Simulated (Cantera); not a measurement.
A closed system holds: 1 mol CF₄, 0.041 mol F₂, 0.03 mol CH₄, held at 21.0 Pa.

Method: chemical equilibrium by Gibbs-energy minimisation in Cantera with the NASA 1993 tables (ideal gas, pure condensed phases). Candidate condensed phases: C, C₆H₆, C₇H₈, C₈H₁₈; 110 gas species. Ions and electrons are included (thermal ionisation). Rates play no part.

x: gas mole fraction; nothing condenses.

| T (K) | x F | x C | x C₃ | x CF | x H | x HF | x C₂ |
|---|---|---|---|---|---|---|---|
| 3000 | 0.833 | 0.0682 | 0.0335 | 0.0272 | 0.0120 | 0.0136 | 0.0120 |
| 3500 | 0.782 | 0.189 | 0.000331 | 0.00290 | 0.0223 | 0.000780 | 0.00278 |
| 4000 | 0.780 | 0.196 | ? | ? | 0.0229 | ? | ? |
| 4500 | 0.780 | 0.196 | ? | ? | 0.0229 | ? | ? |
| 5000 | 0.779 | 0.195 | 3.53e-10 | 9.12e-6 | 0.0229 | 1.63e-6 | 5.31e-6 |

Task: Fill in the missing entries.

Result: 
- 4500, x C₃: 1.31e-8
- 4500, x CF: 4.16e-5
- 4500, x HF: 8.19e-6
- 4500, x C₂: 2.79e-5
- 4000, x C₃: 1.16e-6
- 4000, x CF: 0.000272
- 4000, x HF: 6.09e-5
- 4000, x C₂: 0.000216
